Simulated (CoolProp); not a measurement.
Vapour-liquid equilibrium of n-butane (1) + trans-2-butene (2) at 231.3 K; x and y are mole fractions of (1).

Model: multi-fluid Helmholtz-energy mixture model, Bücker 2006 and Lemmon 2005; pair parameters Bell 2016, in CoolProp.

### Question
Give the bubble pressure and the first vapour's composition at x = 0.5, 0.65, 0.725. Is there an azeotrope?

### Answer
x = 0.5: 14.89 kPa, y = 0.518; x = 0.65: 15.02 kPa, y = 0.661; x = 0.725: 15.07 kPa, y = 0.732. No azeotrope shows between x = 0.05 and 0.95.

The pair parameters rest on a limited set of measurements; away from them the model extrapolates.
